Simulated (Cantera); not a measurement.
Input: 1 mol Si2H6, 9 mol NO, at 1625 °C and 0.360 bar.

Method: chemical equilibrium by Gibbs-energy minimisation in Cantera with the NASA 1993 tables (ideal gas, pure condensed phases). Candidate condensed phases: H2O, Si, SiO2, Si2N2O, Si3N4; 35 gas species. The feed counts by its element totals alone. The tables hold silica as quartz up to 1696 K and as liquid above; real silica turns to tridymite and cristobalite and melts near 1996 K. Gases not in the tables: Si(OH)4. Rates play no part.

Base state: N2 0.527, H2O 0.351, O2 0.115, NO 0.00345, OH 0.00252, H2 0.000221, O 0.000166, H 1.94e-5 (mole fractions); condensed: SiO2(condensed).

### Question
What changes in the equilibrium state with this change: NO from 9 to 4.6 mol?

### Answer
```tsv
species	before	after
H2	0.000221	0.452
N2	0.527	0.434
H2O	0.351	0.113
O2	0.115	2.86e-9
SiO	2.34e-8	0.000148
NO	0.00345	4.94e-7
O	0.000166	2.62e-8
SiO2(condensed), mol	2.00	2.00
```
